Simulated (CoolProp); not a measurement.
Values from CoolProp's reference Helmholtz-energy equation of state, Platzer 1990. This equation is an older, rougher fit.

**Question.** For CF4 (R14), give the phase and the cv (kJ/(kg K)), speed of sound (m/s), viscosity (µPa s) at -26.95 °C and 0.261 MPa.

**Answer.** 
- -26.95 °C and 0.261 MPa: gas; cv 0.520, speed of sound 164, viscosity 14.6

Viscosity comes from a separate model (Huber 2003), an estimate that may be off by 10 % or more.
